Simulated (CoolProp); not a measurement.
Vapour-liquid equilibrium of R134a (1) + R123 (2) at 0.042 MPa; x and y are mole fractions of (1).

Computed with CoolProp (multi-fluid Helmholtz-energy mixture model, Tillner-Roth 1994 and Younglove 1994; pair parameters Bell 2016).

```csv
x,"bubble temperature, mixture model (K)","bubble temperature, Raoult's law (K)","y, mixture model","y, Raoult's law"
0.05,268.8,271.2,0.392,0.325
0.15,…,260.4,0.713,0.643
0.25,…,253.1,0.831,0.787
0.35,243.1,247.6,0.888,0.864
0.45,239.7,243.3,0.920,0.911
0.55,237.1,239.8,0.941,0.941
0.65,235.1,236.9,…,0.962
0.75,233.4,234.4,0.969,0.977
0.85,…,232.2,0.981,0.988
0.95,230.2,230.3,0.993,0.996
```

Question: What belongs in the gaps?

Answer: 
- 0.15, bubble temperature, mixture model (K): 255.8
- 0.25, bubble temperature, mixture model (K): 248.1
- 0.65, y, mixture model: 0.956
- 0.85, bubble temperature, mixture model (K): 231.8

The largest gap from Raoult's law is -5.0 K in bubble temperature, at x = 0.25. No azeotrope shows between x = 0.05 and 0.95.

Pair parameters are fitted to limited data, so mixtures are less certain than the pure fluids.
